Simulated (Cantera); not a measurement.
Charge: 1 mol MgCl₂, 10 mol H₂O, 1.2 mol H₂, equilibrated at 1725 K.

Cantera equilibrium calculation (NASA polynomials, part measured and part estimated; ideal gas, pure solids and liquids). Candidate condensed phases: H₂O, Mg, MgCl₂, MgO, Mg(OH)₂; 22 gas species. Equilibrium is a limit: real reactors are often held back by kinetics, nucleation or transport.

x: gas mole fraction; n: condensed amount in mol.

```csv
P (Pa),x H₂O,x HCl,x H₂,x H,x Cl,x Mg,x O₂,x OH,n MgO(s)
0.100,0.609,0.100,0.109,0.0614,0.0435,0.0280,0.0209,0.0188,0.605
0.720,0.698,0.135,0.105,0.0225,0.0222,0.00326,0.00412,0.00820,0.950
5.20,0.725,0.151,0.101,?,?,?,?,?,0.985
37,0.734,0.158,0.0991,?,?,?,?,?,0.989
270,0.737,0.161,0.0986,0.00112,0.00142,7.72e-6,1.40e-5,0.000462,0.990
1900,0.738,0.162,0.0985,0.000423,0.000537,1.09e-6,2.00e-6,0.000175,0.990
14000,0.738,0.162,0.0984,0.000156,0.000199,1.48e-7,2.72e-7,6.44e-5,0.990
100000,0.738,0.162,0.0984,5.83e-5,7.44e-5,2.07e-8,3.81e-8,2.41e-5,0.990
```

Problem. What belongs in the gaps?

Solution. 
- 37, x H: 0.00304
- 37, x Cl: 0.00375
- 37, x Mg: 5.68e-5
- 37, x O₂: 0.000100
- 37, x OH: 0.00124
- 5.20, x H: 0.00817
- 5.20, x Cl: 0.00949
- 5.20, x Mg: 0.000415
- 5.20, x O₂: 0.000675
- 5.20, x OH: 0.00324
